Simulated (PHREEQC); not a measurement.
**Copper plating or etch bath: an equilibrium model**

Consider water at 25 °C with 0.12 mol CuCl2, 0.13 mol HBF4 and 0.0011 mol NaCl per kg of water. Closed to the air; pH follows from the charge balance.

Model: ion-association model, wateq4f.dat, run in PHREEQC.

This is a speciation only: nothing precipitates in the calculation.

### Question
What pH does the model give?

### Answer
pH 1.01.

### Question
In which forms is Cu present?

### Answer
Cu+2 86 %, CuCl+ 13 %, CuCl2 0.6 % of the Cu.

Complexes and solids missing from the database can't appear. Real BF4- forms and hydrolyses slowly; the run takes it at equilibrium.
